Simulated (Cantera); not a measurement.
An isothermal plug-flow reactor at 975 K and 0.520 bar (inlet), inlet velocity 4.7 m/s, active area per volume 380 1/m; feed 0.878 % H2, 1.71 % O2, 96.3 % N2, 1.09 % H2O, equivalence ratio 0.26.

Computed with Cantera and Deutschmann's 1995 Pt surface mechanism with GRI-Mech 3.0 gas chemistry. Catalytic surfaces can have several steady states; this one follows from the mechanism file's or the stated starting coverage. Mass transfer to the wall is taken as infinitely fast.

Question: Predict: x(H2) at z = 0.0042 m; x(O2) at z = 0.0042 m; x(H2O) at z = 0.0042 m; θ(free Pt) at the exit; θ(O*) at the exit; θ(OH*) at the exit.

Answer: 
```json
{
 "x(H2) at z = 0.0042 m": "6.15e-5",
 "x(O2) at z = 0.0042 m": "0.0128",
 "x(H2O) at z = 0.0042 m": "0.0197",
 "θ(free Pt) at the exit": "0.319",
 "θ(O*) at the exit": "0.678",
 "θ(OH*) at the exit": "0.00232"
}
```
